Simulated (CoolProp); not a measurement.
Propylene along the isotherm -59.85 °C: Z from the reference equation and from simpler models built on Tc = 91.1 °C, pc = 45.55 bar, ω = 0.146; each cubic takes its own stable root.

Computed with CoolProp (reference Helmholtz-energy equation of state, Lemmon 2013).

```
p (bar)   phase  reference
-------  ------  ---------
28.5     liquid     0.1077
56.9     liquid     0.2142
85.4     liquid     0.3201
114      liquid     0.4257
142      liquid     0.5283
171      liquid     0.6338
199      liquid     0.7350
228      liquid     0.8392
256      liquid     0.9392
285      liquid      1.042
313      liquid      1.141
342      liquid      1.243
370      liquid      1.341
399      liquid      1.442
427      liquid      1.539
455      liquid      1.635
```

Question: How far does each simpler model (van der Waals, Redlich-Kwong, Soave-Redlich-Kwong, Peng-Robinson) lie from the reference over these 16 states: mean and median of the absolute difference, and the worst?

Answer: 
- van der Waals: mean 52.8 %, median 52.1 %, worst +57.5 % at -59.85 °C and 28.5 bar
- Redlich-Kwong: mean 6.4 %, median 6.3 %, worst +7.3 % at -59.85 °C and 28.5 bar
- Soave-Redlich-Kwong: mean 5.6 %, median 5.5 %, worst +6.2 % at -59.85 °C and 28.5 bar
- Peng-Robinson: mean 5.9 %, median 5.9 %, worst -5.9 % at -59.85 °C and 199 bar
